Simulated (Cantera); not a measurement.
# CCl4 + H2 + CH4 (fluorocarbon and chlorocarbon gases)

Charge: 1 mol CCl4, 8.9 mol H2, 0.27 mol CH4, at 1.10 Pa.

Cantera equilibrium calculation (NASA polynomials, part measured and part estimated; ideal gas, pure solids and liquids). Candidate condensed phases: C, C6H6, C7H8, C8H18; 91 gas species. Kinetics and transport are ignored.

```csv
T (K),x H,x H2,x HCl,x Cl,x C,x C3,x C2,n C(graphite)
1448,0.00224,0.649,0.348,0.000979,<1e-12,<1e-12,<1e-12,1.27
1648,0.0214,0.634,0.335,0.00887,2.76e-10,6.45e-11,5.24e-12,1.27
1848,0.120,0.559,0.276,0.0449,7.98e-8,4.34e-8,3.60e-9,1.27
2048,0.396,0.344,0.140,0.119,7.60e-6,7.99e-6,6.81e-7,1.26
2248,0.701,0.100,0.0326,0.165,0.000320,0.000568,5.00e-5,1.21
2448,0.785,0.0171,0.00520,0.170,0.00663,0.0149,0.00149,0
2648,0.791,0.00318,0.000969,0.168,0.0270,0.00710,0.00257,0
```
x: gas mole fraction; n: condensed amount in mol.

From 1448 K to 2248 K the condensed part is C(graphite). From 2448 K to 2648 K nothing is condensed. The main C-bearing gas is C2H2 (acetylene) at 1448 K and C at 2648 K.
